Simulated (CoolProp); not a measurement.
Vapour-liquid equilibrium of propane (1) + R227EA (2) at 2.12 bar; x and y are mole fractions of (1).

Model: multi-fluid Helmholtz-energy mixture model, Lemmon 2009 and Lemmon 2016; pair parameters Bell 2016, in CoolProp.

Q: Give the bubble temperature and the first vapour's composition at x = 0.2, 0.8, 0.95. Is there an azeotrope?

A: x = 0.2: 255.3 K, y = 0.607; x = 0.8: 247.8 K, y = 0.817; x = 0.95: 248.4 K, y = 0.925. y crosses x between x = 0.8 and 0.95: the model has an azeotrope there.

Pair parameters are fitted to limited data, so mixtures are less certain than the pure fluids. With so large a gap from Raoult's law the liquid may split in two, which this calculation doesn't test in full.
